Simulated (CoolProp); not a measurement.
The numbers come from the reference Helmholtz-energy equation of state, Lemmon 2006 in CoolProp. It is a short technical equation, of lower accuracy than the large ones.

Task: Give the vapour pressure (kPa), liquid density (kg/m³), vapour density (kg/m³), enthalpy of vaporisation (kJ/kg) of saturated carbonyl sulfide at 265.5 K.

Result: 
```tsv
T (K)	p (kPa)	liquid density (kg/m³)	vapour density (kg/m³)	enthalpy of vaporisation (kJ/kg)
265.5	514	1080	15.4	277
```
